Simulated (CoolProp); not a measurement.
Vapour-liquid equilibrium of R227EA (1) + n-butane (2) at 251.5 K; x and y are mole fractions of (1).

The numbers come from the multi-fluid Helmholtz-energy mixture model, Lemmon 2016 and Bücker 2006; pair parameters Bell 2016 in CoolProp.

```csv
x,bubble pressure (MPa),y at the bubble point,dew pressure at overall composition x (MPa),liquid density (mol/L)
0.05,0.06368,0.364,0.04404,10.60
0.125,0.08198,0.528,0.04758,10.43
0.2,0.09055,0.587,0.05172,10.26
0.275,0.09428,0.612,0.05661,10.11
0.35,0.09579,…,…,9.960
0.425,0.09642,0.630,0.06957,9.827
0.5,0.09680,0.635,0.07826,9.706
0.575,0.09712,0.643,0.08874,9.597
0.65,0.09731,0.656,0.09727,9.500
0.725,0.09707,0.678,0.09543,9.415
0.8,0.09583,0.716,0.09154,9.341
0.875,0.09276,0.778,0.08719,9.277
0.95,0.08665,0.884,…,9.222
```

What belongs in the gaps?


- 0.35, y at the bubble point: 0.624
- 0.35, dew pressure at overall composition x (MPa): 0.06247
- 0.95, dew pressure at overall composition x (MPa): 0.08287

y crosses x between x = 0.65 and 0.725: the model has an azeotrope there.

The pair parameters rest on a limited set of measurements; away from them the model extrapolates. With so large a gap from Raoult's law the liquid may split in two, which this calculation doesn't test in full.
